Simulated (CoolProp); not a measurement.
The fluid at 490.11 K and 0.626 MPa flows at 3.1 m/s in a round tube of 6 mm bore and 15 µm roughness, fully developed (64/Re and Nu = 3.66 if laminar; Colebrook and Gnielinski if turbulent). The same conditions are run with several fluids, on thermodynamics alone (safety and materials aside).

The numbers come from the reference Helmholtz-energy equation of state of each fluid (ethanol: Schroeder 2014; R152A: Outcalt 1996; normal hydrogen: Leachman 2009; benzene: Thol 2012; R407C: Lemmon 2003) in CoolProp. Blends and air are pseudo-pure fits.

**Question.** Rank ethanol, R152A, normal hydrogen, benzene, R407C by Reynolds number, highest first.

**Answer.** benzene (19600), R407C (12400), R152A (10700), ethanol (9430), normal hydrogen (457)

```csv
fluid,Darcy friction factor,pressure drop (Pa/m),heat-transfer coefficient (W/(m² K)),mass flow (kg/h)
ethanol,0.0349,206,215,2.32
R152A,0.0340,283,205,3.27
normal hydrogen,0.140,34.6,163,0.0975
benzene,0.0307,319,309,4.08
R407C,0.0331,357,200,4.24
```

Transport values come from each fluid's own correlations; those of R152A are estimates that may be off by 10 % or more.
